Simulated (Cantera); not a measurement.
# Boron, boron nitride and boron oxide: borazine + H₂O + H₂ + NH₃

Feed: 1 mol borazine, 2 mol H₂O, 56 mol H₂, 8.8 mol NH₃, equilibrated at 1123 K and 52.5 Torr.

Equilibrium computed with Cantera from the NASA thermochemical tables; the gas is ideal and each condensed phase is pure. Candidate condensed phases: B, BN, B₂O₃, B₃O₃H₃, H₂O; 39 gas species. The feed counts by its element totals alone. Mutual solubility and eutectic melting of coexisting phases are not modelled. The numbers say what is thermodynamically allowed, not how fast it happens.

The x(H₂) is 0.935 and the x(N₂) comes out as 0.0635. The x(H₂O) comes out as 0.00142, the x(HBO₂) is 3.65e-5 and the x(NH₃) is 4.47e-6. The n(BN(s)) is 1.74 mol, the n(B₂O₃(l)) is 0.627 mol and the gas amount comes out as 79.23 mol. The log10 activity of B(s) (absent) is -5.88 and the log10 activity of B₃O₃H₃(s) (absent) comes out as -13.65.
